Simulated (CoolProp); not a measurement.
Properties of chlorine along the isotherm 404.5 K.

The numbers come from the reference Helmholtz-energy equation of state, Thol 2021 in CoolProp.

```json
[
 {"p (kPa)": "1430", "phase": "gas", "density (kg/m³)": "32.39", "expansivity (1/kK)": "3.114", "fugacity coefficient": "0.9349"},
 {"p (kPa)": "2860", "phase": "gas", "density (kg/m³)": "70.80", "expansivity (1/kK)": "4.161", "fugacity coefficient": "0.8703"},
 {"p (kPa)": "4290", "phase": "gas", "density (kg/m³)": "119.7", "expansivity (1/kK)": "6.243", "fugacity coefficient": "0.8054"},
 {"p (kPa)": "5710", "phase": "gas", "density (kg/m³)": "193.8", "expansivity (1/kK)": "13.06", "fugacity coefficient": "0.7386"},
 {"p (kPa)": "7140", "phase": "liquid", "density (kg/m³)": "942.6", "expansivity (1/kK)": "11.05", "fugacity coefficient": "0.6403"},
 {"p (kPa)": "8570", "phase": "liquid", "density (kg/m³)": "984.3", "expansivity (1/kK)": "7.479", "fugacity coefficient": "0.5504"},
 {"p (kPa)": "10000", "phase": "liquid", "density (kg/m³)": "1013", "expansivity (1/kK)": "6.011", "fugacity coefficient": "0.4861"},
 {"p (kPa)": "11400", "phase": "liquid", "density (kg/m³)": "1034", "expansivity (1/kK)": "5.182", "fugacity coefficient": "0.4389"},
 {"p (kPa)": "12900", "phase": "liquid", "density (kg/m³)": "1054", "expansivity (1/kK)": "4.591", "fugacity coefficient": "0.3998"},
 {"p (kPa)": "14300", "phase": "liquid", "density (kg/m³)": "1069", "expansivity (1/kK)": "4.192", "fugacity coefficient": "0.3708"},
 {"p (kPa)": "15700", "phase": "liquid", "density (kg/m³)": "1083", "expansivity (1/kK)": "3.884", "fugacity coefficient": "0.3471"},
 {"p (kPa)": "17100", "phase": "liquid", "density (kg/m³)": "1096", "expansivity (1/kK)": "3.636", "fugacity coefficient": "0.3275"},
 {"p (kPa)": "18600", "phase": "liquid", "density (kg/m³)": "1108", "expansivity (1/kK)": "3.417", "fugacity coefficient": "0.3098"},
 {"p (kPa)": "20000", "phase": "liquid", "density (kg/m³)": "1119", "expansivity (1/kK)": "3.246", "fugacity coefficient": "0.2959"}
]
```
